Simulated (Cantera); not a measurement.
Feed: 1 mol SiH2Cl2, 4.5 mol NH3, 46 mol H2, held at 0.000270 bar.

These are equilibrium values from Cantera (NASA tables, ideal gas, pure condensed phases), not measurements of a reactor. Candidate condensed phases: NH4Cl, Si, Si3N4; 28 gas species. Gases not in the tables: Si2H6 and higher silanes. Rates play no part.

Q: Which condensed phases are stable at each of these points (T (°C)): 827, 927, 1027, 1127, 1227, 1327, 1427?

A: 
```tsv
T (°C)	condensed phases	Si condensed (%)
827	Si3N4(s)	100.0
927	Si3N4(s)	99.6
1027	Si3N4(s)	96.9
1127	Si3N4(s)	86.5
1227	Si(s)	82.9
1327	Si(s)	79.9
1427	Si(l)	65.9
```

From 827 °C to 1127 °C the condensed part is Si3N4(s). From 1227 °C to 1327 °C the condensed part is Si(s). At 1427 °C the condensed part is Si(l).
